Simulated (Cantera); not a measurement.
An adiabatic, constant-volume homogeneous reactor starts with 11.7 % CO, 0.727 % H2, 16.9 % O2, 70.7 % N2, equivalence ratio 0.37, at 1775 K and 76000 Pa.

Model: GRI-Mech 3.0 (53 species, 325 reactions), integrated in Cantera.

One state of this run: T (K) = 2607; P (bar) = 1.06; x CO = 0.0196; x H2 = 0.000155; x O2 = 0.108; x H2O = 0.00531; x CO2 = 0.104. x: mole fraction; the columns are a selection and need not sum to one.

Task: Which value of t (s) does it belong to?
(A) 0.496
(B) 8.17e-6
(C) 0.000165
(D) 0.000448

Result: A, 0.496
